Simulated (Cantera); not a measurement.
A closed system holds: 1 mol Si, 1.4 mol Cl₂, 2.7 mol H₂, equilibrated at 325 °C and 338 Torr.

Cantera equilibrium calculation (NASA polynomials, part measured and part estimated; ideal gas, pure solids and liquids). Candidate condensed phases: Si; 19 gas species. Kinetics and transport are ignored.

Base state: H₂ 0.772, SiCl₄ 0.156, SiHCl₃ 0.0701, SiH₂Cl₂ 0.00157, HCl 4.51e-5 (mole fractions); condensed: Si(s).

Q: What changes in the equilibrium state with this change: Si replaced by SiCl₄?

A: 
| species | before | after |
|---|---|---|
| HCl | 4.51e-5 | 0.549 |
| H₂ | 0.772 | 0.255 |
| SiCl₄ | 0.156 | 0.196 |
| SiHCl₃ | 0.0701 | 2.39e-6 |
| SiH₂Cl₂ | 0.00157 | <1e-9 |
| Si(s), mol | 0.239 | 0 |

Q: What changes in the equilibrium state with this change: Cl₂ from 1.4 to 0.96 mol?

A: 
```tsv
species	before	after
H₂	0.772	0.832
SiCl₄	0.156	0.110
SiHCl₃	0.0701	0.0561
SiH₂Cl₂	0.00157	0.00142
HCl	4.51e-5	4.29e-5
Si(s), mol	0.239	0.474
```
